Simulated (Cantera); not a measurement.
**Stirred combustor or abatement burner**

A perfectly stirred reactor is fed with 9.27 % CH₄, 0.463 % H₂, 19.0 % O₂, 71.3 % N₂, equivalence ratio 0.99, at 1000000 Pa; it is adiabatic with a 525 K inlet, and is followed from long to short residence time, starting on the burning branch (τ in s: 0.021, 0.0095, 0.0044, 0.002, 0.00093, 0.00043, 0.0002, 9e-05, 4.1e-05, 1.9e-05, 8.8e-06, 4e-06).

Cantera simulation using GRI-Mech 3.0 (53 species, 325 reactions); the numbers are that mechanism's predictions, not measurements.

```
τ (s)    T (K)     x CH₄     x H₂     x O₂    x C₂H₆       x H
-------  -----  --------  -------  -------  --------  --------
0.021     2390   2.35e-6  0.00285  0.00580  3.99e-12  0.000275
0.0095    2388   4.94e-6  0.00295  0.00620  1.75e-11  0.000296
0.0044    2382   9.89e-6  0.00316  0.00676  7.00e-11  0.000336
0.0020    2371   1.94e-5  0.00355  0.00759  2.69e-10  0.000412
0.00093   2354   3.61e-5  0.00415  0.00875  9.19e-10  0.000543
0.00043   2328   6.55e-5  0.00500   0.0103   2.94e-9  0.000760
0.00020   2293  0.000118  0.00611   0.0124   9.02e-9   0.00109
9.0e-5    2246  0.000221  0.00754   0.0154   2.99e-8   0.00160
4.1e-5    2186  0.000441  0.00919   0.0194   1.13e-7   0.00221
1.9e-5    2098   0.00108   0.0111   0.0263   7.36e-7   0.00259
8.8e-6     525    0.0927  0.00463    0.190    <1e-12    <1e-12
4.0e-6     525    0.0927  0.00463    0.190    <1e-12    <1e-12
```
x: mole fraction; the columns are a selection and need not sum to one.
